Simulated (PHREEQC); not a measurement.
1 kg of water holding 0.083 mol/kgw SrCl2, 0.038 mol/kgw NaCl, 0.026 mol/kgw CaCl2 and 0.21 mol/kgw KCl is evaporated at 25 °C; the solids stay in contact with the brine. CO2 from the air is kept out. Solids allowed: Halite, Portlandite, Sylvite. Others were left out.

The series has 19 steps of water left (kg), from 1 to 0.0293.

All values are PHREEQC results (Pitzer model, pitzer.dat), not measurements.

Problem. Which solids form, in which order, and at which step of the series does each first stand?

Solution. Sylvite from water left = 0.07809 kg; Halite from water left = 0.0293 kg.
